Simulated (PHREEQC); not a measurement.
# Brine (model solution)

A solution holds 0.9 mol/kgw Na2SO4 and 0.14 mol/kgw KCl, at 20 °C. Closed to the air; pH follows from the charge balance.

Equilibrium calculation in PHREEQC: Pitzer model, pitzer.dat.

```yaml
ionic_strength: 2.84 mol/kgw
activity_of_water: 0.965
density: 1.109 g/cm³
osmotic_coefficient: 0.663
```

| species | molality | activity | log γ |
|---|---|---|---|
| Na+ | 1.80 | 0.831 | -0.336 |
| SO4-2 | 0.900 | 0.0362 | -1.395 |
| Cl- | 0.140 | 0.0790 | -0.249 |
| K+ | 0.140 | 0.0583 | -0.380 |
| OH- | 3.16e-7 | 1.71e-7 | -0.267 |
| HSO4- | 2.34e-7 | 1.16e-7 | -0.304 |
| H+ | 8.25e-8 | 3.86e-8 | -0.330 |

This is a speciation only: nothing precipitates in the calculation. Species that the database lacks are ignored.
